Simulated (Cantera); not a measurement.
An adiabatic, constant-pressure homogeneous reactor starts with C₃H₈ : O₂ : N₂ = 1 : 5.62 : 21.1 (molar parts), equivalence ratio 0.89, at 1298 K and 2550 Torr. Integrator tolerance rtol = 1e-08.

Computed with Cantera and GRI-Mech 3.0 (53 species, 325 reactions). GRI-Mech 3.0 was tuned for natural gas; its chemistry of propane as a main component is partial and can be far from experiment.

Task: What does this change do: pressure from 2550 Torr to 750 Torr?

Result: 
| quantity | before | after |
|---|---|---|
| time of steepest temperature rise | 0.557 ms | 1.01 ms |
| temperature at 6.00 s | 2714 K | 2643 K |
| equilibrium temperature | 2714 K | 2643 K |
| x(C₃H₈) at 6.00 s | <1e-12 (gas-phase equilibrium <1e-12) | <1e-12 (gas-phase equilibrium <1e-12) |
| x(O₂) at 6.00 s | 0.0273 (gas-phase equilibrium 0.0273) | 0.0300 (gas-phase equilibrium 0.0300) |
| x(CO₂) at 6.00 s | 0.0759 (gas-phase equilibrium 0.0759) | 0.0706 (gas-phase equilibrium 0.0706) |
| x(HCO) at 6.00 s | 2.44e-8 (gas-phase equilibrium 2.44e-8) | 1.46e-8 (gas-phase equilibrium 1.46e-8) |
| x(CO) at 6.00 s | 0.0262 (gas-phase equilibrium 0.0262) | 0.0309 (gas-phase equilibrium 0.0309) |
| x(C₂H₂) at 6.00 s | <1e-12 (gas-phase equilibrium <1e-12) | <1e-12 (gas-phase equilibrium <1e-12) |

Task: What does this change do: initial temperature 1298 to 1548 K?

Result: 
```
quantity                                                            before                                    after
---------------------------------  ---------------------------------------  ---------------------------------------
time of steepest temperature rise                                 0.557 ms                                  24.1 µs
temperature at 6.00 s                                               2714 K                                   2822 K
equilibrium temperature                                             2714 K                                   2822 K
x(C₃H₈) at 6.00 s                    <1e-12 (gas-phase equilibrium <1e-12)    <1e-12 (gas-phase equilibrium <1e-12)
x(O₂) at 6.00 s                      0.0273 (gas-phase equilibrium 0.0273)    0.0299 (gas-phase equilibrium 0.0299)
x(CO₂) at 6.00 s                     0.0759 (gas-phase equilibrium 0.0759)    0.0663 (gas-phase equilibrium 0.0663)
x(HCO) at 6.00 s                   2.44e-8 (gas-phase equilibrium 2.44e-8)  4.93e-8 (gas-phase equilibrium 4.93e-8)
x(CO) at 6.00 s                      0.0262 (gas-phase equilibrium 0.0262)    0.0348 (gas-phase equilibrium 0.0348)
x(C₂H₂) at 6.00 s                    <1e-12 (gas-phase equilibrium <1e-12)    <1e-12 (gas-phase equilibrium <1e-12)
```
